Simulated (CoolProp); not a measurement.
Saturated liquid density (kg/m³) of R245ca: the reference equation beside estimates from Tc = 447.6 K, pc = 3941 kPa, ω = 0.355. Rackett uses Z = 0.29056 − 0.08775 ω.

Values from CoolProp's reference Helmholtz-energy equation of state, Zhou 2016.

```json
[
 {"T (K)": "270.5", "reference": "1455", "Rackett": "1541", "van der Waals": "872.4", "Redlich-Kwong": "1284", "Soave-Redlich-Kwong": "1342"},
 {"T (K)": "286.3", "reference": "1417", "Rackett": "1499", "van der Waals": "850.6", "Redlich-Kwong": "1246", "Soave-Redlich-Kwong": "1308"},
 {"T (K)": "302.2", "reference": "1377", "Rackett": "1456", "van der Waals": "827.4", "Redlich-Kwong": "1205", "Soave-Redlich-Kwong": "1271"},
 {"T (K)": "318.1", "reference": "1336", "Rackett": "1410", "van der Waals": "802.6", "Redlich-Kwong": "1161", "Soave-Redlich-Kwong": "1230"},
 {"T (K)": "333.9", "reference": "1293", "Rackett": "1362", "van der Waals": "776.2", "Redlich-Kwong": "1114", "Soave-Redlich-Kwong": "1185"},
 {"T (K)": "349.8", "reference": "1246", "Rackett": "1311", "van der Waals": "747.5", "Redlich-Kwong": "1062", "Soave-Redlich-Kwong": "1134"},
 {"T (K)": "365.7", "reference": "1196", "Rackett": "1255", "van der Waals": "716.2", "Redlich-Kwong": "1006", "Soave-Redlich-Kwong": "1077"},
 {"T (K)": "381.5", "reference": "1142", "Rackett": "1195", "van der Waals": "681.6", "Redlich-Kwong": "943.7", "Soave-Redlich-Kwong": "1012"}
]
```

Absolute difference from the reference over all 8 rows, mean and median: Rackett 5.4 and 5.4 %, van der Waals 40.0 and 40.0 %, Redlich-Kwong 13.9 and 13.5 %, Soave-Redlich-Kwong 8.7 and 8.1 %.
